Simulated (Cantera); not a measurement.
## Transport properties of process gases

Gas mixture: 100 % N₂, at 760 Torr, frozen composition.

Cantera's kinetic-theory transport with the Lennard-Jones parameters of GRI-Mech 3.0, ideal gas; thermal conductivity in the multicomponent form.

```csv
T (K),ρ (kg/m³),cp (J/kg/K),μ (µPa s),λ (mW/m/K),Pr,D (cm²/s) CO₂,D (cm²/s) NO,D (cm²/s) C₂H₂
400,0.853,1047,22.3,32.9,0.710,0.266,0.339,0.281
500,0.683,1058,26.1,39.1,0.708,0.396,0.497,0.416
600,0.569,1074,29.6,45.0,0.706,0.544,0.677,0.570
700,0.488,1095,32.8,50.9,0.706,0.710,0.877,0.743
800,0.427,1121,35.8,56.9,0.706,0.891,1.10,0.933
900,0.379,1147,38.7,62.9,0.706,1.09,1.34,1.14
1000,0.341,1169,41.5,68.8,0.706,1.30,1.59,1.36
1100,0.310,1187,44.2,74.3,0.706,1.53,1.87,1.60
```
D: mixture-averaged diffusion coefficient of that species in the mixture.
